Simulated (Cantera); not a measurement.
A diamond (100) surface in a fixed gas of H2 with x(CH4) = 0.0098, x(H) = 0.0011, x(CH3) = 3.1e-05, 25000 Pa; coverages are run to steady state.

Detailed kinetics in Cantera: the Harris–Goodwin 1993 mechanism for the reconstructed diamond (100) surface.

One state of this run: growth (µm/h) = 1.44; θ c6HH = 0.430; θ c6H* = 0.0446; θ c6*H = 0.496; θ c6** = 0.0284; θ c6HM = 0.000486. θ: site fractions in the mechanism's names (c6HH fully hydrogenated, c6H* and c6*H radical sites, c6** diradical, c6HM methylated).

Question: Which value of T (K) does it belong to?
A. 1275
B. 1225
C. 1025
D. 1325

Answer: A, 1275
